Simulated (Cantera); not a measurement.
Mixture: C3H8 : O2 : N2 = 1 : 3.12 : 11.8 (molar parts), equivalence ratio 1.6, at 1.00 bar, adiabatic and at constant pressure. Ignition delay is the time to a rise of 400 K.

Model: GRI-Mech 3.0 (53 species, 325 reactions), integrated in Cantera. GRI-Mech 3.0 was tuned for natural gas; its chemistry of propane as a main component is partial and can be far from experiment.

Task: Predict: delay at 1148 K; delay at 1298 K; delay at 1448 K; delay at 1598 K; apparent activation energy between 1523 and 1673 K.

Result: 
```json
{
 "delay at 1148 K": "19.3 ms",
 "delay at 1298 K": "1.06 ms",
 "delay at 1448 K": "0.141 ms",
 "delay at 1598 K": "38.1 µs",
 "apparent activation energy between 1523 and 1673 K": "150 kJ/mol"
}
```
